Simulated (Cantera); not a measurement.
A Cantera script and what it prints.

```python
import numpy as np
import cantera as ct

gas_names = [...]  # 87 gases of nasa_gas.yaml made of C, H, Si
cond_names = """
    C(gr) C6H6(L) C7H8(L) C8H18(L),n-octa Si(cr) Si(L) SiC(b)
""".split()


# ... load() reads the species with a 1 bar reference pressure and builds the phases ...
atoms = {
    'CH3SiH3': {'C': 1, 'H': 6, 'Si': 1},
    'H2': {'H': 2},
    'CH4': {'C': 1, 'H': 4},
}
top_T = {'C(gr)': 4500, 'SiC(b)': 3050}  # K; cautious upper limits of use, not melting points


# ... equilibrate(T, P, feed) seeds the gas with the atoms and calls Mixture.equilibrate('TP', solver="vcs", rtol=1e-11, max_steps=5000) ...
results = []
feed = {'CH3SiH3': 1, 'H2': 500, 'CH4': 0.09}  # mol
T = 1975  # K
for P in [100, 220, 460, 1000, 2200, 4600, 10000, 22000, 46000, 100000]:
    mix = equilibrate(T, P, feed)
    results.append((T, P, feed, dict(zip(mix.species_names, mix.species_moles))))
    x = sorted(zip(gas.X, gas.species_names), reverse=True)
    print(f"T = {T:g} K  P = {P:g} Pa  gas = {mix.phase_moles(0):.4g} mol")
    print("   x: " + "  ".join(f"{s} {v:.3e}" for v, s in x if v > 0.0001))
    print("   condensed (mol): " + ("  ".join(f"{mix.phase(i).name} {mix.phase_moles(i):.4g}"
          for i in range(1, mix.n_phases) if mix.phase_moles(i) > 1e-12) or "none"))
```

Output:

```
T = 1975 K  P = 100 Pa  gas = 515 mol
   x: H2 9.553e-01  H 4.229e-02  Si 1.614e-03  C2H2,acetylene 6.204e-04
   condensed (mol): C(gr) 0.2924  SiC(b) 0.07575
T = 1975 K  P = 220 Pa  gas = 511 mol
   x: H2 9.699e-01  H 2.873e-02  Si 8.159e-04  C2H2,acetylene 5.092e-04
   condensed (mol): SiC(b) 0.5333
T = 1975 K  P = 460 Pa  gas = 508.5 mol
   x: H2 9.792e-01  H 1.996e-02  Si 4.782e-04  C2H2,acetylene 3.424e-04
   condensed (mol): SiC(b) 0.7249
T = 1975 K  P = 1000 Pa  gas = 506.8 mol
   x: H2 9.859e-01  H 1.359e-02  Si 2.664e-04  C2H2,acetylene 2.351e-04
   condensed (mol): SiC(b) 0.8429
T = 1975 K  P = 2200 Pa  gas = 505.6 mol
   x: H2 9.905e-01  H 9.181e-03  C2H2,acetylene 1.704e-04  Si 1.425e-04
   condensed (mol): SiC(b) 0.9114
T = 1975 K  P = 4600 Pa  gas = 504.8 mol
   x: H2 9.934e-01  H 6.359e-03  C2H2,acetylene 1.339e-04
   condensed (mol): SiC(b) 0.9478
T = 1975 K  P = 10000 Pa  gas = 504.3 mol
   x: H2 9.955e-01  H 4.317e-03  C2H2,acetylene 1.092e-04
   condensed (mol): SiC(b) 0.9689
T = 1975 K  P = 22000 Pa  gas = 503.9 mol
   x: H2 9.969e-01  H 2.913e-03
   condensed (mol): SiC(b) 0.9799
T = 1975 K  P = 46000 Pa  gas = 503.7 mol
   x: H2 9.978e-01  H 2.015e-03
   condensed (mol): SiC(b) 0.9845
T = 1975 K  P = 100000 Pa  gas = 503.5 mol
   x: H2 9.984e-01  H 1.367e-03  CH4 1.170e-04
   condensed (mol): SiC(b) 0.9854
```

Equilibrium computed with Cantera from the NASA thermochemical tables; the gas is ideal and each condensed phase is pure. The feed counts by its element totals alone. Gases not in the tables: Si2H6 and higher silanes.
